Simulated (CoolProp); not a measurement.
Vapour-liquid equilibrium of carbon dioxide (1) + R22 (2) at -1.45 °C; x and y are mole fractions of (1).

Computed with CoolProp (multi-fluid Helmholtz-energy mixture model, Span 1996 and Kamei 1995; pair parameters Bell 2016).

```
x     bubble pressure (MPa)  y at the bubble point  dew pressure at overall composition x (MPa)  liquid density (mol/L)
----  ---------------------  ---------------------  -------------------------------------------  ----------------------
0.05                 0.5744                  0.196                                       0.4969                   15.15
0.2                  0.9113                  0.546                                       0.5765                   16.02
0.35                  1.295                  0.724                                       0.6859                   16.93
0.5                   1.714                  0.827                                       0.8459                   17.90
0.65                  2.161                  0.895                                        1.103                   18.92
0.8                   2.639                  0.945                                        1.581                   19.96
0.95                  3.163                  0.987                                        2.694                   20.96
```

No azeotrope shows between x = 0.05 and 0.95.

The pair parameters rest on a limited set of measurements; away from them the model extrapolates.
